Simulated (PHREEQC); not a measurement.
HCl is added in steps, without added water, to 1 kg of water holding 0.016 mol/kgw TMAH, 5.3e-06 mol/kgw CO2 and 0.0013 mol/kgw (CH3)4NCl, at 90 °C. Oxygen alone is held at its pressure in air (log pO2 = -0.68). CO2 from the air is kept out. Precipitation was switched off in this run.

Base run: PHREEQC, ion-association model, phreeqc.dat. Each further column changes one thing. The table gives HCO3- (mol/kgw).

```
HCl added (mol)      base  Davies equation for every ion  Debye-Hückel limiting law  metal-ligand complexes left out  all activity coefficients set to 1
---------------  --------  -----------------------------  -------------------------  -------------------------------  ----------------------------------
0                 1.08e-6                        1.06e-6                    1.01e-6                          1.08e-6                             1.33e-6
0.0021            1.20e-6                        1.18e-6                    1.13e-6                          1.20e-6                             1.48e-6
0.00315           1.28e-6                        1.25e-6                    1.20e-6                          1.28e-6                             1.56e-6
0.00525           1.46e-6                        1.43e-6                    1.38e-6                          1.46e-6                             1.77e-6
0.00735           1.70e-6                        1.67e-6                    1.61e-6                          1.70e-6                          (withheld)
0.0084            1.85e-6                        1.82e-6                    1.76e-6                          1.85e-6                             2.20e-6
0.0105            2.26e-6                     (withheld)                    2.16e-6                          2.26e-6                             2.62e-6
0.0126            2.89e-6                        2.86e-6                    2.79e-6                          2.89e-6                             3.25e-6
0.01365           3.36e-6                     (withheld)                    3.27e-6                          3.36e-6                             3.69e-6
0.01575           4.98e-6                        4.97e-6                    4.96e-6                          4.98e-6                             5.05e-6
0.01785           1.59e-9                     (withheld)                 (withheld)                          1.59e-9                             1.20e-9
0.0189            1.02e-9                        1.06e-9                    1.12e-9                          1.02e-9                            7.65e-10
0.021            5.99e-10                       6.21e-10                 (withheld)                         5.99e-10                            4.43e-10
```

### Question
Complete the blanks.

### Answer

- 0.00735, all activity coefficients set to 1: 2.03e-6
- 0.0105, Davies equation for every ion: 2.23e-6
- 0.01365, Davies equation for every ion: 3.34e-6
- 0.01785, Davies equation for every ion: 1.64e-9
- 0.01785, Debye-Hückel limiting law: 1.74e-9
- 0.021, Debye-Hückel limiting law: 6.63e-10

(CH3)4N+ isn't in the database: it is added as a free cation with an ion size of 4 Å. Constants without temperature data keep their 25 °C values here.
